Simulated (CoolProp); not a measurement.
Vapour-liquid equilibrium of R227EA (1) + n-butane (2) at 7.92 bar; x and y are mole fractions of (1).

Values from CoolProp's multi-fluid Helmholtz-energy mixture model, Lemmon 2016 and Bücker 2006; pair parameters Bell 2016.

```tsv
x	bubble temperature (K)	y at the bubble point	dew temperature at overall composition x (K)	liquid density (mol/L)
0.05	333.6	0.193	340.1	8.925
0.15	323.8	0.398	335.6	8.850
0.25	319.2	0.495	331.0	8.680
0.35	316.8	0.551	326.2	8.488
0.45	315.4	0.593	321.3	8.305
0.55	314.5	0.632	316.8	8.144
0.65	314.0	0.678	314.2	8.009
0.75	313.9	0.735	314.0	7.897
0.85	314.6	0.813	315.0	7.798
0.95	316.2	0.926	316.6	7.698
```

y crosses x between x = 0.65 and 0.75: the model has an azeotrope there.

Pair parameters are fitted to limited data, so mixtures are less certain than the pure fluids.
